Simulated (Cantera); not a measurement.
Cantera run:

```python
import numpy as np
import cantera as ct

gas_names = """
    CL CLO CL2 H HCL HOCL HO2 H2 H2O H2O2 Li LiCL LiH LiO LiOH Li2 Li2CL2 Li2O Li2O2 Li2O2H2 Li3CL3 O OH
    O2 O3
""".split()
cond_names = """
    H2O(s) H2O(L) Li(cr) Li(L) LiCL(s) LiCL(L) LiH(s) LiH(L) LiOH(s) LiOH(L) Li2O(s) Li2O(L)
""".split()


# ... load() reads the species with a 1 bar reference pressure and builds the phases ...
atoms = {
    'LiCl': {'Li': 1, 'CL': 1},
    'O2': {'O': 2},
    'H2': {'H': 2},
}
top_T = {}  # K; cautious upper limits of use, not melting points


# ... equilibrate(T, P, feed) seeds the gas with the atoms and calls Mixture.equilibrate('TP', solver="vcs", rtol=1e-11, max_steps=5000) ...
results = []
feed = {'LiCl': 1, 'O2': 1.2, 'H2': 37}  # mol
T = 1248  # K
P = 10000  # Pa
mix = equilibrate(T, P, feed)
results.append((T, P, feed, dict(zip(mix.species_names, mix.species_moles))))
print(gas.report(threshold=1e-06))
for i in range(1, mix.n_phases):
    print(f"{mix.phase(i).name:16s} {mix.phase_moles(i):12.5e} mol")
```

It prints:

```
       temperature   1248 K
          pressure   10000 Pa
           density   0.0039507 kg/m^3
  mean mol. weight   4.0994 kg/kmol
   phase of matter   gas

                          1 kg             1 kmol
                     ---------------   ---------------
          enthalpy        1.9795e+06        8.1149e+06  J
   internal energy       -5.5167e+05       -2.2615e+06  J
           entropy             49294        2.0207e+05  J/K
    Gibbs function       -5.9539e+07       -2.4407e+08  J
 heat capacity c_p            7905.5             32408  J/K
 heat capacity c_v            5877.3             24093  J/K

                      mass frac. Y      mole frac. X     chem. pot. / RT
                     ---------------   ---------------   ---------------
                 H        3.4695e-07         1.411e-06           -10.239
               HCL         0.0017142        0.00019274           -44.622
                H2           0.44892           0.91285           -20.478
               H2O           0.27742          0.063128           -53.972
                Li        1.7304e-06        1.0221e-06           -19.112
              LiCL           0.21801          0.021083           -53.495
              LiOH         0.0011169        0.00019119           -62.846
            Li2CL2          0.052497         0.0025384           -106.99
            Li3CL3         0.0003124         1.007e-05           -160.49
     [  +16 minor]        2.9972e-06        2.7954e-07

Li(L)             0.00000e+00 mol
LiCL(L)           0.00000e+00 mol
LiH(L)            0.00000e+00 mol
LiOH(L)           0.00000e+00 mol
Li2O(s)           0.00000e+00 mol
```

Cantera equilibrium calculation (NASA polynomials, part measured and part estimated; ideal gas, pure solids and liquids).
